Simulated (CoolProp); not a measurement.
Vapour-liquid equilibrium of R124 (1) + R142b (2) at 83.05 °C; x and y are mole fractions of (1).

Values from CoolProp's multi-fluid Helmholtz-energy mixture model, de Vries 1995 and Lemmon 2006; pair parameters Bell 2016.

| x | bubble pressure, mixture model (bar) | bubble pressure, Raoult's law (bar) | y, mixture model | y, Raoult's law |
|---|---|---|---|---|
| 0.05 | 14.81 | 14.84 | 0.053 | 0.057 |
| 0.125 | 14.93 | 15.00 | 0.133 | 0.140 |
| 0.2 | 15.05 | 15.15 | 0.211 | 0.222 |
| 0.275 | 15.17 | 15.31 | 0.289 | 0.302 |
| 0.35 | 15.29 | 15.47 | 0.367 | 0.381 |
| 0.425 | 15.42 | 15.62 | 0.443 | 0.458 |
| 0.5 | 15.56 | 15.78 | 0.520 | 0.533 |
| 0.575 | 15.70 | 15.94 | 0.595 | 0.607 |
| 0.65 | 15.86 | 16.10 | 0.670 | 0.680 |
| 0.725 | 16.04 | 16.25 | 0.744 | 0.751 |
| 0.8 | 16.23 | 16.41 | 0.816 | 0.820 |
| 0.875 | 16.44 | 16.57 | 0.887 | 0.889 |
| 0.95 | 16.67 | 16.73 | 0.956 | 0.956 |

The largest gap from Raoult's law is -1.5 % in bubble pressure, at x = 0.575. No azeotrope shows between x = 0.05 and 0.95.

Pair parameters are fitted to limited data, so mixtures are less certain than the pure fluids.
